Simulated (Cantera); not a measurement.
Cantera run, input and output.

```python
import numpy as np
import cantera as ct

gas = ct.Solution("gri30.yaml")


def delay(T, t_max=10):
    gas.TPX = T, 3500000, {'C2H4': 1, 'O2': 7.32, 'N2': 27.5, 'CO2': 0.74}
    reactor = ct.IdealGasConstPressureReactor(gas, clone=False)
    net = ct.ReactorNet([reactor])
    net.rtol, net.atol = 1e-8, 1e-16
    while net.time < t_max:
        t_old, T_old = net.time, reactor.T
        net.step()
        if reactor.T > T + 400:  # ignition: a rise of 400 K
            return t_old + (T + 400 - T_old) / (reactor.T - T_old) * (net.time - t_old)
    return np.nan


taus = []
for T in [1050, 1150, 1250, 1350, 1450, 1550, 1650, 1750]:
    taus.append(delay(T))
    print(f"T0 = {T:6g} K   tau = {taus[-1]:.4e} s")
```

Result:

```
T0 =   1050 K   tau = 1.2022e-02 s
T0 =   1150 K   tau = 2.9411e-03 s
T0 =   1250 K   tau = 4.7188e-04 s
T0 =   1350 K   tau = 7.7119e-05 s
T0 =   1450 K   tau = 1.5607e-05 s
T0 =   1550 K   tau = 4.3206e-06 s
T0 =   1650 K   tau = 1.8896e-06 s
T0 =   1750 K   tau = 1.0857e-06 s
```

Computed with Cantera and GRI-Mech 3.0 (53 species, 325 reactions). GRI-Mech 3.0 was tuned for natural gas; its chemistry of ethylene as a main component is partial and can be far from experiment. The pressure lies above the range GRI-Mech 3.0 was tuned for (to about 10 atm).
